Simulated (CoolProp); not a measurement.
Vapour-liquid equilibrium of R114 (1) + n-heptane (2) at 43.25 °C; x and y are mole fractions of (1).

Values from CoolProp's multi-fluid Helmholtz-energy mixture model, Platzer 1990 and Span 2003; pair parameters Bell 2016. This equation is an older, rougher fit; its heat capacities, sound speeds and derivatives of the liquid may be far off and weren't checked against measurements.

Task: Give the bubble pressure and the first vapour's composition at x = 0.35, 0.65, 0.8. Is there an azeotrope?

Result: x = 0.35: 0.1771 MPa, y = 0.939; x = 0.65: 0.2662 MPa, y = 0.971; x = 0.8: 0.3066 MPa, y = 0.983. No azeotrope shows between x = 0.05 and 0.95.

The pair parameters rest on a limited set of measurements; away from them the model extrapolates.
